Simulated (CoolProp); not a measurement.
Sulfur hexafluoride along the isobar 6.63 MPa: Z from the reference equation and from simpler models built on Tc = 45.6 °C, pc = 3.755 MPa, ω = 0.210; each cubic takes its own stable root.

Computed with CoolProp (reference Helmholtz-energy equation of state, Guder 2009).

```tsv
T (°C)	phase	reference
16.75	liquid	0.2641
47.55	supercritical	0.2883
78.35	supercritical	0.4398
109.15	supercritical	0.6524
139.95	supercritical	0.7645
170.75	supercritical	0.8342
201.45	supercritical	0.8816
232.25	supercritical	0.9160
263.05	supercritical	0.9415
293.85	supercritical	0.9610
324.65	supercritical	0.9760
```

Question: How far does each simpler model (van der Waals, Redlich-Kwong) lie from the reference over these 11 states: mean and median of the absolute difference, and the worst?

Answer: 
- van der Waals: mean 13.6 %, median 8.2 %, worst +44.8 % at 16.75 °C and 6.63 MPa
- Redlich-Kwong: mean 5.1 %, median 4.3 %, worst +12.2 % at 47.55 °C and 6.63 MPa
